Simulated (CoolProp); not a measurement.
A simple Rankine cycle with water: condensing at 312.15 K, boiler at 1.14 MPa, turbine inlet 463.8 K, turbine efficiency 0.9, pump efficiency 0.6, no recuperator. Each further row changes one setting.

Computed with CoolProp (reference Helmholtz-energy equation of state, Wagner 2002).

```
case                             thermal efficiency (%)  net work (kJ/kg)  heat in (kJ/kg)  turbine exit temperature (K)  volume ratio over the turbine
-------------------------------  ----------------------  ----------------  ---------------  ----------------------------  -----------------------------
as stated                                          25.8               679             2630                         312.1                           95.5
turbine inlet 483.8 K                              25.9               694             2680                         312.1                     (withheld)
condensing temperature 304.15 K                    27.1               722             2660                         304.1                            143
boiler pressure 0.798 MPa                          24.2        (withheld)             2650                         312.1                           67.1
turbine efficiency 0.8                             22.9        (withheld)             2630                         312.1                     (withheld)
```

### Question
What belongs in the gaps?

### Answer

- turbine inlet 483.8 K, volume ratio over the turbine: 91.8
- boiler pressure 0.798 MPa, net work (kJ/kg): 642
- turbine efficiency 0.8, net work (kJ/kg): 603
- turbine efficiency 0.8, volume ratio over the turbine: 99.2

The expansion ends wet for: as stated; turbine inlet 483.8 K; condensing temperature 304.15 K; boiler pressure 0.798 MPa; turbine efficiency 0.8.
